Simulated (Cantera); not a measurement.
Cantera run:

```python
import numpy as np
import cantera as ct

gas_names = """
    N NO NO2 NO3 N2 N2O O O2 O3 Si SiN SiO SiO2 Si2 Si2N Si3
""".split()
cond_names = """
    Si(cr) Si(L) SiO2(Lqz) SiO2(hqz) SiO2(L) Si2N2O(s) Si3N4(a)
""".split()


# ... load() reads the species with a 1 bar reference pressure and builds the phases ...
atoms = {
    'Si3N4': {'Si': 3, 'N': 4},
    'O2': {'O': 2},
    'N2': {'N': 2},
}
top_T = {'Si2N2O(s)': 2100, 'Si3N4(a)': 2400}  # K; cautious upper limits of use, not melting points


# ... equilibrate(T, P, feed) seeds the gas with the atoms and calls Mixture.equilibrate('TP', solver="vcs", rtol=1e-11, max_steps=5000) ...
results = []
feed = {'Si3N4': 1, 'O2': 0.0028, 'N2': 4.4}  # mol
P = 290  # Pa
for T in [1100, 1150, 1200, 1250, 1300, 1350, 1400, 1450, 1500, 1550, 1600, 1650, 1700]:
    mix = equilibrate(T, P, feed)
    results.append((T, P, feed, dict(zip(mix.species_names, mix.species_moles))))

top = {s: max(r[3][s] / sum(r[3][g] for g in gas_names) for r in results) for s in gas_names}
cols = sorted((s for s in top if top[s] > 0.001), key=lambda s: -top[s])[:9]
seen = [c for c in cond_names if any(r[3].get(c, 0) > 1e-12 for r in results)]
print("log10 of partial pressures in bar; condensed amounts in mol")
print(f"{'T/K':>10s}" + "".join(f"{s[:9]:>10s}" for s in cols + seen))
for T, P, feed, n in results:
    ng = sum(n[g] for g in gas_names)
    print(f"{T:10.4g}" + "".join(f"{np.log10(max(n[s] / ng * P / 1e5, 1e-99)):10.3f}" for s in cols)
          + "".join(f"{n.get(c, 0):10.4g}" for c in seen))
```

Output:

```
log10 of partial pressures in bar; condensed amounts in mol
       T/K        N2       SiO Si2N2O(s)  Si3N4(a)
      1100    -2.538   -14.023    0.0056    0.9963
      1150    -2.538   -12.816    0.0056    0.9963
      1200    -2.538   -11.712    0.0056    0.9963
      1250    -2.538   -10.697    0.0056    0.9963
      1300    -2.538    -9.762    0.0056    0.9963
      1350    -2.538    -8.898  0.005598    0.9963
      1400    -2.538    -8.097  0.005588    0.9963
      1450    -2.538    -7.352  0.005533    0.9963
      1500    -2.538    -6.658  0.005267    0.9964
      1550    -2.538    -6.010  0.004116    0.9968
      1600    -2.538    -5.434         0    0.9981
      1650    -2.538    -5.434         0    0.9981
      1700    -2.538    -5.434         0    0.9979
```

Cantera equilibrium calculation (NASA polynomials, part measured and part estimated; ideal gas, pure solids and liquids). Mutual solubility and eutectic melting of coexisting phases are not modelled.
